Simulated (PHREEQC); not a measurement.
Make-up at 20 °C: 0.082 mol/kgw Cu(NO3)2, 0.022 mol/kgw H2SO4 and 0.25 mol/kgw FeCl3. Closed to the air; pH follows from the charge balance.

All values are PHREEQC results (ion-association model, phreeqc.dat), not measurements.

Precipitation was switched off in this run.

Order these Fe species by the share of Fe that they hold, largest first: FeSO4+, FeCl+2, Fe+3, FeCl2+, FeOH+2.

FeCl+2 (53 %), FeCl2+ (22 %), Fe+3 (17 %), FeSO4+ (6.2 %), FeOH+2 (0.99 %)

The pH is 1.49 and the ionic strength 0.990 mol/kgw. The solution is supersaturated, for example in Hematite (slow to form), Goethite (slow to form), so a real one may precipitate; this is no full list. The ionic strength is past about 0.7 mol/kgw, beyond the range of this activity model, so the values are rough. Species that the database lacks are ignored.
